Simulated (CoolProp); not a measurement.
200 sccm (0 °C, 1 atm) of nitrogen bubbles through liquid p-xylene at 317.6 K and leaves saturated at a total pressure of 0.0513 MPa (ideal gas phase). Each further row changes one setting.

Values from CoolProp's reference Helmholtz-energy equation of state, Zhou 2012.

```json
[
 {"case": "as stated", "vapour pressure (kPa)": "3.32", "mole fraction of vapour": "0.0647", "delivery (mg/min)": "65.6", "delivery (sccm)": "13.8", "change of delivery for a bath 1 K warmer (%)": "[?]"},
 {"case": "bath temperature 322.6 K", "vapour pressure (kPa)": "4.23", "mole fraction of vapour": "[?]", "delivery (mg/min)": "85.2", "delivery (sccm)": "[?]", "change of delivery for a bath 1 K warmer (%)": "5.3"},
 {"case": "total pressure 0.103 MPa", "vapour pressure (kPa)": "3.32", "mole fraction of vapour": "0.0322", "delivery (mg/min)": "31.6", "delivery (sccm)": "6.66", "change of delivery for a bath 1 K warmer (%)": "5.2"}
]
```

### Question
Fill in the missing entries.

### Answer

- as stated, change of delivery for a bath 1 K warmer (%): 5.4
- bath temperature 322.6 K, mole fraction of vapour: 0.0825
- bath temperature 322.6 K, delivery (sccm): 18.0
